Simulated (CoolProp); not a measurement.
A Linde-Hampson liquefier for carbon monoxide: isothermal reversible compression at 250 K from 1 atm to 20 MPa, throttling to 1 atm, return gas leaving the recuperator 2 K below the feed. Each further row changes one setting.

Computed with CoolProp (reference Helmholtz-energy equation of state, Lemmon 2006). It is a short technical equation, of lower accuracy than the large ones.

| case | liquid yield per pass | compression work (kJ/kg of gas) |
|---|---|---|
| as stated | 0.139 | 384 |
| high pressure 40 MPa | 0.167 | 440 |
| warm-end temperature 280 K | 0.099 | 436 |
| warm-end gap 7 K | 0.127 | 384 |
